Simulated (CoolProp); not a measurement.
A simple Rankine cycle with hexamethyldisiloxane (MM): condensing at 292.15 K, boiler at 0.315 MPa, turbine inlet 420.3 K, turbine efficiency 0.65, pump efficiency 0.8, no recuperator. Each further row changes one setting.

The numbers come from the reference Helmholtz-energy equation of state, Thol 2016 in CoolProp.

```json
[
 {"case": "as stated", "thermal efficiency (%)": "12.6", "net work (kJ/kg)": "54.2", "heat in (kJ/kg)": "431", "turbine exit temperature (K)": "383.4", "volume ratio over the turbine": "81.5"},
 {"case": "turbine inlet 440.3 K", "thermal efficiency (%)": "12.2", "net work (kJ/kg)": "___", "heat in (kJ/kg)": "469", "turbine exit temperature (K)": "___", "volume ratio over the turbine": "79.7"},
 {"case": "condensing temperature 284.15 K", "thermal efficiency (%)": "___", "net work (kJ/kg)": "59.5", "heat in (kJ/kg)": "446", "turbine exit temperature (K)": "380.2", "volume ratio over the turbine": "126"},
 {"case": "boiler pressure 0.22 MPa", "thermal efficiency (%)": "11.7", "net work (kJ/kg)": "50.8", "heat in (kJ/kg)": "434", "turbine exit temperature (K)": "___", "volume ratio over the turbine": "54.6"},
 {"case": "turbine efficiency 0.55", "thermal efficiency (%)": "10.6", "net work (kJ/kg)": "45.8", "heat in (kJ/kg)": "431", "turbine exit temperature (K)": "388.3", "volume ratio over the turbine": "82.6"}
]
```

Problem. Complete the blanks.

Solution. 
- turbine inlet 440.3 K, net work (kJ/kg): 57.4
- turbine inlet 440.3 K, turbine exit temperature (K): 403.6
- condensing temperature 284.15 K, thermal efficiency (%): 13.4
- boiler pressure 0.22 MPa, turbine exit temperature (K): 387.6
